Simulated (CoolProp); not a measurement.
Properties of hydrogen sulfide along the isotherm 760 K.

Computed with CoolProp (reference Helmholtz-energy equation of state, Lemmon 2006). It is a short technical equation, of lower accuracy than the large ones.

| p (MPa) | phase | cp (kJ/(kg K)) | speed of sound (m/s) |
|---|---|---|---|
| 1.12 | gas | 1.239 | 481.2 |
| 2.25 | gas | ___ | 481.5 |
| 3.37 | gas | 1.256 | 481.9 |
| 4.5 | gas | ___ | 482.5 |
| 5.62 | gas | 1.273 | 483.1 |
| 6.75 | gas | 1.282 | 483.8 |
| 7.87 | gas | ___ | 484.5 |
| 9 | supercritical | 1.300 | 485.4 |
| 10.1 | supercritical | 1.308 | ___ |
| 11.2 | supercritical | ___ | 487.3 |
| 12.4 | supercritical | 1.327 | 488.4 |
| 13.5 | supercritical | 1.336 | 489.5 |

**Question.** Some entries are withheld; supply them.

**Answer.** 
- 2.25, cp (kJ/(kg K)): 1.247
- 4.5, cp (kJ/(kg K)): 1.264
- 7.87, cp (kJ/(kg K)): 1.291
- 10.1, speed of sound (m/s): 486.3
- 11.2, cp (kJ/(kg K)): 1.317
